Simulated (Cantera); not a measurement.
# Equilibrium for iron carbonyl, mercury and lead vapours: Fe(CO)₅ + H₂

Input: 1 mol Fe(CO)₅, 7.6 mol H₂, at 0.100 bar.

These are equilibrium values from Cantera (NASA tables, ideal gas, pure condensed phases), not measurements of a reactor. Candidate condensed phases: C, C₆H₆, C₇H₈, C₈H₁₈, Fe, Fe(CO)₅, FeO, Fe(OH)₂, Fe(OH)₃, Fe₂O₃, Fe₃O₄, H₂O; 114 gas species. Condensed phases not in the tables: cementite and carbon dissolved in iron. Equilibrium is a limit: real reactors are often held back by kinetics, nucleation or transport.

From 1075 K to 1175 K the condensed part is C(graphite) + Fe(α). From 1200 K to 1225 K the condensed part is C(graphite) + Fe(γ).

```tsv
T (K)	x H₂	x CO	x H₂O	x CO₂	x CH₄	x H	x C₂H₂ (acetylene)	n C(graphite)	n Fe(α)	n Fe(γ)
1075	0.601	0.392	0.00298	0.00209	0.00163	3.60e-8	4.52e-9	0.0431	1.00	0
1100	0.601	0.394	0.00212	0.00137	0.00130	6.34e-8	8.01e-9	0.0275	1.00	0
1125	0.602	0.395	0.00153	0.000912	0.00104	1.09e-7	1.38e-8	0.0175	1.00	0
1150	0.602	0.395	0.00112	0.000617	0.000848	1.83e-7	2.33e-8	0.0111	1.00	0
1175	0.602	0.396	0.000826	0.000425	0.000694	3.01e-7	3.84e-8	0.00700	1.00	0
1200	0.602	0.396	0.000619	0.000297	0.000573	4.84e-7	6.19e-8	0.00431	0	1.00
1225	0.602	0.396	0.000469	0.000210	0.000477	7.65e-7	9.78e-8	0.00255	0	1.00
```
x: gas mole fraction; n: condensed amount in mol.
